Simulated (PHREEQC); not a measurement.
PHREEQC input (ion-association model, wateq4f.dat):

```
SOLUTION_MASTER_SPECIES
  An  An-  0  An  62.0  # stands for a non-complexing anion
SOLUTION_SPECIES
  An- = An-
    -log_k 0
    -gamma 3.0 0
PHASES
  Fix_H+
    H+ = H+
    -log_k 0
SOLUTION 1
  temp 25
  units mmol/kgw
  pH 7 charge
  Se(4) 0.072
  Na 1.144
  An 1
END
SELECTED_OUTPUT 1
  -reset false
  -pH true
  -pe true
  -ionic_strength true
  -water true
  -totals Na Se Se(-2) Se(4) Se(6)
  -molalities Hfo_wOH Hfo_wOH2+ Hfo_wO- Hfo_sOH Hfo_sOH2+ Hfo_sO- Hfo_wSeO3- Hfo_wOHSeO3-2
USER_PUNCH 1
  -headings sigma psi
  10 PUNCH EDL("sigma", "Hfo"), EDL("psi", "Hfo")
PRINT
  -reset false
USE solution 1
SURFACE 1
  Hfo_wOH 0.000719101 600 0.32
  Hfo_sOH 1.79775e-05
EQUILIBRIUM_PHASES 1
  Fix_H+ -4 HAn 10
    -force_equality true
END
# ... the last block is repeated for the other 16 points of pH, with NaOH or the acid as the point needs
```

Selected output (columns that matter, 11 of 17 rows; pH added in front):

```
pH	mu	Na	Se	m_Hfo_wOH	m_Hfo_wOH2+	m_Hfo_wO-	m_Hfo_sOH	m_Hfo_sOH2+	m_Hfo_sO-	m_Hfo_wSeO3-	m_Hfo_wOHSeO3-2	sigma	psi
4	0.001348	0.001144	4.1801e-09	0.00033722	0.00030124	8.6479e-06	9.3684e-06	8.3688e-06	2.4025e-07	4.3393e-05	2.8602e-05	0.10058	0.19752
5	0.0011945	0.001144	1.3143e-08	0.00042124	0.00020616	1.9718e-05	1.1702e-05	5.7272e-06	5.4778e-07	3.2675e-05	3.9312e-05	0.040366	0.15383
5.5	0.0011715	0.001144	3.0555e-08	0.00044027	0.00018253	2.4328e-05	1.2231e-05	5.0707e-06	6.7585e-07	2.9736e-05	4.2233e-05	0.024321	0.12851
6.5	0.0011522	0.001144	2.2264e-07	0.00045792	0.00015923	3.0169e-05	1.2717e-05	4.4222e-06	8.3784e-07	2.665e-05	4.5127e-05	0.0079118	0.073872
7	0.0011481	0.001144	6.5752e-07	0.00046238	0.00015346	3.1915e-05	1.2833e-05	4.2591e-06	8.8575e-07	2.5717e-05	4.5625e-05	0.0039975	0.045491
8	0.0011448	0.001144	6.404e-06	0.00047554	0.0001413	3.6663e-05	1.3082e-05	3.8871e-06	1.0086e-06	2.2e-05	4.3596e-05	-0.00084233	-0.010823
9	0.0011714	0.001144	4.2344e-05	0.00052551	0.00010178	6.216e-05	1.3703e-05	2.6539e-06	1.6208e-06	7.3402e-06	2.2316e-05	-0.0056903	-0.058983
9.5	0.0012221	0.0011736	6.3316e-05	0.00054531	8.0822e-05	8.4286e-05	1.3799e-05	2.0453e-06	2.1329e-06	1.7464e-06	6.9379e-06	-0.0096358	-0.081688
10.5	0.0015755	0.0015346	7.1811e-05	0.00054405	5.8046e-05	0.00011682	1.3605e-05	1.4515e-06	2.9212e-06	2.9041e-08	1.6027e-07	-0.030451	-0.1324
11	0.0023283	0.0023132	7.1969e-05	0.00052545	4.1609e-05	0.00015201	1.3137e-05	1.0403e-06	3.8004e-06	3.6762e-09	2.7334e-08	-0.056901	-0.15432
12	0.012665	0.012794	7.1997e-05	0.00031612	5.7635e-06	0.00039721	7.903e-06	1.4409e-07	9.9303e-06	7.5475e-11	2.4366e-09	-0.20165	-0.17574
```

Species that the database lacks are ignored. The database's selenite sorption wasn't checked against measurements; a fall in acid may be a fault of its surface constants.
